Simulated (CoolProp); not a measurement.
Values from CoolProp's reference Helmholtz-energy equation of state, Lemmon 2005. It is a short technical equation, of lower accuracy than the large ones.

Q: For 1-butene, give the phase and the cp (kJ/(kg K)), speed of sound (m/s), isothermal compressibility (1/MPa), expansivity (1/kK) at 427.2 K and 4.74 MPa.

A: 
- 427.2 K and 4.74 MPa: supercritical; cp 9.48, speed of sound 158, isothermal compressibility 0.599, expansivity 54.9
